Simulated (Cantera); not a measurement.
Input: 1 mol C6H6, 2.3 mol CO2, 2 mol N2, held at 2975 K and 15.0 Torr.

Cantera equilibrium calculation (NASA polynomials, part measured and part estimated; ideal gas, pure solids and liquids). Candidate condensed phases: C, C6H6, C7H8, C8H18, H2O; 136 gas species. Equilibrium is a limit: real reactors are often held back by kinetics, nucleation or transport.

Base state: CO 0.396, H 0.304, N2 0.155, H2 0.0866, HCN 0.0222, C3 0.0119, CN 0.00785, C2H2 (acetylene) 0.00501 (mole fractions); condensed: C(graphite).

### Question
What changes in the equilibrium state with this change: pressure from 15.0 Torr to 3.75 Torr?

### Answer
```csv
species,before,after
H,0.304,0.375
CO,0.396,0.355
N2,0.155,0.139
H2,0.0866,0.0329
C3,0.0119,0.0477
CN,0.00785,0.0149
HCN,0.0222,0.0130
C2,0.00121,0.00482
C4,3.75e-5,0.000150
C,0.00199,0.00797
C5,0.000202,0.000809
"C(graphite), mol",2.63,1.02
```

### Question
What changes in the equilibrium state with this change: C6H6 replaced by n-butane?

### Answer
```json
[
 {"species": "H", "before": "0.304", "after": "0.374"},
 {"species": "CO", "before": "0.396", "after": "0.314"},
 {"species": "H2", "before": "0.0866", "after": "0.131"},
 {"species": "N2", "before": "0.155", "after": "0.119"},
 {"species": "HCN", "before": "0.0222", "after": "0.0239"},
 {"species": "C3", "before": "0.0119", "after": "0.0119"},
 {"species": "C2H2 (vinylidene)", "before": "1.49e-5", "after": "2.25e-5"},
 {"species": "C2H2 (acetylene)", "before": "0.00501", "after": "0.00757"},
 {"species": "C(graphite), mol", "before": "2.63", "after": "0.237"}
]
```

### Question
What changes in the equilibrium state with this change: pressure from 15.0 Torr to 100 Torr?

### Answer
| species | before | after |
|---|---|---|
| CO | 0.396 | 0.437 |
| H2 | 0.0866 | 0.172 |
| N2 | 0.155 | 0.169 |
| H | 0.304 | 0.166 |
| C3 | 0.0119 | 0.00179 |
| HCN | 0.0222 | 0.0326 |
| C5 | 0.000202 | 3.03e-5 |
| C | 0.00199 | 0.000299 |
| C4 | 3.75e-5 | 5.62e-6 |
| C2 | 0.00121 | 0.000181 |
| C(graphite), mol | 2.63 | 2.94 |
